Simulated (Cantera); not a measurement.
Feed: 1 mol SiCl₄, 0.75 mol HCl, 7.2 mol H₂, at 1 atm.

These are equilibrium values from Cantera (NASA tables, ideal gas, pure condensed phases), not measurements of a reactor. Candidate condensed phases: Si; 19 gas species. The tables' values for SiCl₃ are old estimates; treat these amounts as uncertain. The numbers say what is thermodynamically allowed, not how fast it happens.

x: gas mole fraction; nothing condenses.

| T (K) | x H₂ | x HCl | x SiCl₄ | x SiHCl₃ | x SiCl₂ | x SiCl₃ |
|---|---|---|---|---|---|---|
| 700 | 0.804 | 0.0840 | 0.112 | 0.000218 | <1e-12 | 1.67e-8 |
| 800 | 0.804 | 0.0848 | 0.111 | ___ | ___ | 7.29e-7 |
| 900 | 0.802 | 0.0867 | 0.109 | 0.00286 | 7.62e-8 | 1.32e-5 |
| 1000 | 0.798 | 0.0905 | 0.105 | ___ | ___ | 0.000126 |
| 1100 | 0.791 | 0.0969 | 0.0988 | 0.0119 | 7.77e-5 | 0.000743 |
| 1200 | 0.782 | 0.107 | 0.0894 | 0.0178 | 0.000849 | 0.00294 |
| 1300 | 0.765 | 0.124 | 0.0755 | 0.0212 | 0.00507 | 0.00803 |
| 1400 | 0.739 | 0.152 | 0.0566 | 0.0194 | 0.0170 | 0.0150 |

**Question.** Complete the blanks.

**Answer.** 
- 800, x SiHCl₃: 0.000949
- 800, x SiCl₂: 5.33e-10
- 1000, x SiHCl₃: 0.00652
- 1000, x SiCl₂: 3.67e-6
